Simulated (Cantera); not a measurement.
Charge: 1 mol Si, 1.6 mol H2, equilibrated at 0.310 bar.

Cantera equilibrium calculation (NASA polynomials, part measured and part estimated; ideal gas, pure solids and liquids). Candidate condensed phases: Si; 9 gas species. Gases not in the tables: Si2H6 and higher silanes. Rates play no part.

x: gas mole fraction; n: condensed amount in mol.

| T (°C) | x H2 | x H | x SiH2 | x Si | x SiH | x SiH4 | x SiH3 | n Si(s) | n Si(l) |
|---|---|---|---|---|---|---|---|---|---|
| 227 | 1.00 | <1e-12 | <1e-12 | <1e-12 | <1e-12 | (withheld) | <1e-12 | 1.00 | 0 |
| 327 | 1.00 | <1e-12 | <1e-12 | <1e-12 | <1e-12 | (withheld) | <1e-12 | 1.00 | 0 |
| 427 | 1.00 | <1e-12 | <1e-12 | <1e-12 | <1e-12 | (withheld) | <1e-12 | 1.00 | 0 |
| 527 | 1.00 | 5.20e-12 | <1e-12 | <1e-12 | <1e-12 | (withheld) | <1e-12 | 1.00 | 0 |
| 627 | 1.00 | 2.10e-10 | 3.71e-12 | <1e-12 | <1e-12 | (withheld) | <1e-12 | 1.00 | 0 |
| 727 | 1.00 | 4.08e-9 | 9.37e-11 | <1e-12 | <1e-12 | (withheld) | 2.58e-12 | 1.00 | 0 |
| 827 | 1.00 | 4.64e-8 | 1.32e-9 | <1e-12 | 1.28e-12 | (withheld) | 2.30e-11 | 1.00 | 0 |
| 927 | 1.000 | 3.54e-7 | 1.19e-8 | 4.48e-12 | 3.74e-11 | (withheld) | 1.42e-10 | 1.00 | 0 |
| 1027 | 1.000 | 1.99e-6 | 7.65e-8 | 1.40e-10 | 6.45e-10 | (withheld) | 6.59e-10 | 1.000 | 0 |
| 1127 | 1.000 | 8.74e-6 | 3.77e-7 | 2.66e-9 | 7.38e-9 | (withheld) | 2.46e-9 | 1.000 | 0 |
| 1227 | 1.000 | 3.16e-5 | 1.50e-6 | 3.39e-8 | 6.07e-8 | (withheld) | 7.68e-9 | 1.000 | 0 |
| 1327 | 1.000 | 9.76e-5 | 5.01e-6 | 3.15e-7 | 3.82e-7 | (withheld) | 2.08e-8 | 1.000 | 0 |
| 1427 | 1.000 | 0.000265 | 1.42e-5 | 2.19e-6 | 1.89e-6 | 3.88e-7 | 4.90e-8 | 0 | 1.000 |

Q: Fill in the missing entries.

A: 
- 227, x SiH4: 5.97e-9
- 327, x SiH4: 1.79e-8
- 427, x SiH4: 3.74e-8
- 527, x SiH4: 6.32e-8
- 627, x SiH4: 9.37e-8
- 727, x SiH4: 1.28e-7
- 827, x SiH4: 1.64e-7
- 927, x SiH4: 2.01e-7
- 1027, x SiH4: 2.40e-7
- 1127, x SiH4: 2.79e-7
- 1227, x SiH4: 3.18e-7
- 1327, x SiH4: 3.57e-7
